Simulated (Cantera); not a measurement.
# Stirred combustor or abatement burner

A perfectly stirred reactor is fed with CO : H2 : O2 : N2 : H2O = 1 : 0.031 : 0.322 : 1.21 : 0.27 (molar parts), equivalence ratio 1.6, at 1.00 atm; it is adiabatic with a 323 K inlet, and is followed from long to short residence time, starting on the burning branch (τ in s: 0.25, 0.067, 0.018, 0.0048, 0.0013, 0.00034, 9.2e-05, 2.5e-05, 6.6e-06).

Model: GRI-Mech 3.0 (53 species, 325 reactions), integrated in Cantera.

| τ (s) | T (K) | x CO | x H2 | x O2 | x OH | x H2O |
|---|---|---|---|---|---|---|
| 0.25 | 2125 | 0.143 | 0.0119 | 0.000311 | 0.00117 | 0.107 |
| 0.067 | 2107 | 0.144 | 0.0120 | 0.000851 | 0.00193 | 0.106 |
| 0.018 | 2070 | 0.146 | 0.0124 | 0.00226 | 0.00310 | 0.104 |
| 0.0048 | 1996 | 0.150 | 0.0132 | 0.00531 | 0.00454 | 0.0998 |
| 0.0013 | 1874 | 0.157 | 0.0146 | 0.0102 | 0.00568 | 0.0941 |
| 0.00034 | 1692 | 0.167 | 0.0154 | 0.0174 | 0.00569 | 0.0870 |
| 9.2e-5 | 323 | 0.353 | 0.0109 | 0.114 | <1e-12 | 0.0953 |
| 2.5e-5 | 323 | 0.353 | 0.0109 | 0.114 | <1e-12 | 0.0953 |
| 6.6e-6 | 323 | 0.353 | 0.0109 | 0.114 | <1e-12 | 0.0953 |
x: mole fraction; the columns are a selection and need not sum to one.
